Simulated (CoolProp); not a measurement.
Vapour-liquid equilibrium of propylene (1) + R152A (2) at 199.5 K; x and y are mole fractions of (1).

Model: multi-fluid Helmholtz-energy mixture model, Lemmon 2013 and Outcalt 1996; pair parameters Bell 2016, in CoolProp.

```
x     bubble pressure, mixture model (kPa)  bubble pressure, Raoult's law (kPa)  y, mixture model  y, Raoult's law
----  ------------------------------------  -----------------------------------  ----------------  ---------------
0.05                                 9.842                                6.869             0.431            0.189
0.2                                  17.75                                9.884             0.721            0.525
0.35                                 21.59                                12.90             0.793            0.704
0.5                                  23.38                                15.91             0.824            0.816
0.65                                 24.41                                18.93             0.847            0.892
0.8                                  25.31                                21.94             0.879            0.947
0.95                                 25.99                                24.96             0.954            0.988
```

The largest gap from Raoult's law is +79.6 % in bubble pressure, at x = 0.2. No azeotrope shows between x = 0.05 and 0.95.

Pair parameters are fitted to limited data, so mixtures are less certain than the pure fluids. With so large a gap from Raoult's law the liquid may split in two, which this calculation doesn't test in full.
